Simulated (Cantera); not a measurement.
What does this Cantera script print?

```python
import numpy as np
import cantera as ct

gas_names = """
    C CH CH2 CH3 CH2OH CH3O CH4 CH3OH CO CO2 COOH C2 C2H CHCO,ketyl C2H2,acetylene C2H2,vinylidene
    CH2CO,ketene C2H3,vinyl CH3CO,acetyl C2H4 C2H4O,ethylen CH3CHO,ethanal CH3COOH (HCOOH)2 C2H5 C2H6
    CH3OCH3 C2H5OH C2O C3 C3H3,propargyl C3H4,allene C3H4,propyne C3H4,cyclo- C3H5,allyl C3H6,propylene
    C3H6,cyclo- C3H6O C3H7,n-propyl C3H7,i-propyl C3H8 C3H8O,1propanol C3H8O,2propanol C3O2 C4 C4H2
    C4H4,1,3-cyclo- C4H6,butadiene C4H6,2-butyne C4H6,cyclo- C4H8,1-butene C4H8,cis2-buten
    C4H8,tr2-butene C4H8,isobutene C4H8,cyclo- (CH3COOH)2 C4H9,n-butyl C4H9,i-butyl C4H9,s-butyl
    C4H9,t-butyl C4H10,isobutane C4H10,n-butane C5 C5H6,1,3cyclo- C5H8,cyclo- C5H10,1-pentene
    C5H10,cyclo- C5H11,pentyl C5H11,t-pentyl C5H12,n-pentane C5H12,i-pentane CH3C(CH3)2CH3 C6H2
    C6H5,phenyl C6H5O,phenoxy C6H6 C6H5OH,phenol C6H10,cyclo- C6H12,1-hexene C6H12,cyclo- C6H13,n-hexyl
    C7H7,benzyl C7H8 C7H8O,cresol C7H14,1-heptene C7H15,n-heptyl C7H16,n-heptane C8H8,styrene
    C8H10,ethylbenz C8H16,1-octene C8H17,n-octyl C8H18,isooctane C8H18,n-octane C9H19,n-nonyl
    C10H8,naphthale C10H21,n-decyl C12H9,o-bipheny C12H10,bipheny H HCO HO2 H2 HCHO,formaldehy HCOOH H2O
    H2O2 O OH O2 O3 Ti TiO TiO2
""".split()
cond_names = """
    C(gr) C6H6(L) C7H8(L) C8H18(L),n-octa H2O(s) H2O(L) Ti(a) Ti(b) Ti(L) TiC(s) TiC(L) TiO(a) TiO(b)
    TiO(L) TiO2(ru) TiO2(L) Ti2O3(a) Ti2O3(b) Ti2O3(L) Ti3O5(a) Ti3O5(b) Ti3O5(L) Ti4O7(s) Ti4O7(L)
""".split()


def load(file, names, dense=False):
    # The tables refer to 1 bar. Condensed volumes are neglected.
    table = {s.name: s for s in ct.Species.list_from_file(file)}
    out = []
    for n in names:
        d = dict(table[n].input_data)
        d["thermo"] = dict(d["thermo"], **{"reference-pressure": 1e5})
        if dense:
            d["equation-of-state"] = {"model": "constant-volume", "density": "1e6 g/cm^3"}
        out.append(ct.Species.from_dict(d))
    return out


gas = ct.Solution(thermo="ideal-gas", species=load("nasa_gas.yaml", gas_names))
cond = {s.name: ct.Solution(thermo="fixed-stoichiometry", species=[s], name=s.name)
        for s in load("nasa_condensed.yaml", cond_names, dense=True)}
atoms = {
    'Ti': {'Ti': 1},
    'H2O': {'H': 2, 'O': 1},
    'H2': {'H': 2},
    'C3H8': {'C': 3, 'H': 8},
}
top_T = {'C(gr)': 4500}  # K; cautious upper limits of use, not melting points


def equilibrate(T, P, feed):
    n = {}
    for name, mol in feed.items():
        for a, k in atoms[name].items():
            n[a] = n.get(a, 0.0) + k * mol
    gas.TPX = T, P, n
    mass = sum(n.values()) * gas.mean_molecular_weight
    gas.equilibrate("TP")
    valid = [c for c in cond.values() if c.min_temp <= T <= top_T.get(c.name, c.max_temp)]
    mix = ct.Mixture([(gas, mass / gas.mean_molecular_weight)] + [(c, 0.0) for c in valid])
    mix.T, mix.P = T, P
    mix.equilibrate("TP", solver="vcs", rtol=1e-11, max_steps=5000)
    return mix


results = []
feed = {'Ti': 1, 'H2O': 7.3, 'H2': 230, 'C3H8': 2}  # mol
T = 1923.15  # K
P = 13000  # Pa
mix = equilibrate(T, P, feed)
results.append((T, P, feed, dict(zip(mix.species_names, mix.species_moles))))
print(gas.report(threshold=0.0001))
for i in range(1, mix.n_phases):
    print(f"{mix.phase(i).name:16s} {mix.phase_moles(i):12.5e} mol")
```

Result:

```
       temperature   1923.2 K
          pressure   13000 Pa
           density   0.0021434 kg/m^3
  mean mol. weight   2.6364 kg/kmol
   phase of matter   gas

                          1 kg             1 kmol
                     ---------------   ---------------
          enthalpy        1.8318e+07        4.8294e+07  J
   internal energy        1.2253e+07        3.2304e+07  J
           entropy             78438        2.0679e+05  J/K
    Gibbs function       -1.3253e+08        -3.494e+08  J
 heat capacity c_p             12880             33956  J/K
 heat capacity c_v              9726             25641  J/K

                      mass frac. Y      mole frac. X     chem. pot. / RT
                     ---------------   ---------------   ---------------
                CO           0.25333          0.023844           -40.259
                 H        0.00098667         0.0025806           -10.712
                H2           0.74433           0.97338           -21.424
               H2O         0.0012973        0.00018986           -53.033
     [ +109 minor]        5.6985e-05        2.8747e-06

C(gr)             0.00000e+00 mol
Ti(b)             0.00000e+00 mol
TiC(s)            0.00000e+00 mol
TiO(b)            4.95589e-01 mol
TiO2(ru)          0.00000e+00 mol
Ti2O3(b)          2.52008e-01 mol
Ti3O5(b)          0.00000e+00 mol
Ti4O7(s)          0.00000e+00 mol
```

Method: chemical equilibrium by Gibbs-energy minimisation in Cantera with the NASA 1993 tables (ideal gas, pure condensed phases). Mutual solubility and eutectic melting of coexisting phases are not modelled. TiO: taken at fixed stoichiometry.
